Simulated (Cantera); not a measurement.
Feed: 1 mol SiC, 0.16 mol N2O, 1.1 mol H2, 0.033 mol H2O, at 0.0100 bar.

These are equilibrium values from Cantera (NASA tables, ideal gas, pure condensed phases), not measurements of a reactor. Candidate condensed phases: C, C6H6, C7H8, C8H18, H2O, Si, SiC, SiO2, Si2N2O, Si3N4; 151 gas species. Mutual solubility and eutectic melting of coexisting phases are not modelled. Kinetics and transport are ignored.

What share of the Si ends up in condensed phases as a function of T (K), at 1600, 1625, 1650, 1675, 1700, 1725, 1750, 1775, 1800, 1825?


```json
[
 {"T (K)": "1600", "Si condensed (%)": "99.1", "as": "SiC(s) + Si2N2O(s)"},
 {"T (K)": "1625", "Si condensed (%)": "98.4", "as": "SiC(s) + Si2N2O(s)"},
 {"T (K)": "1650", "Si condensed (%)": "97.3", "as": "SiC(s) + Si2N2O(s)"},
 {"T (K)": "1675", "Si condensed (%)": "95.4", "as": "SiC(s) + Si2N2O(s)"},
 {"T (K)": "1700", "Si condensed (%)": "92.7", "as": "SiC(s) + Si2N2O(s)"},
 {"T (K)": "1725", "Si condensed (%)": "90.3", "as": "SiC(s)"},
 {"T (K)": "1750", "Si condensed (%)": "90.3", "as": "SiC(s)"},
 {"T (K)": "1775", "Si condensed (%)": "90.3", "as": "SiC(s)"},
 {"T (K)": "1800", "Si condensed (%)": "90.3", "as": "SiC(s)"},
 {"T (K)": "1825", "Si condensed (%)": "90.3", "as": "SiC(s)"}
]
```
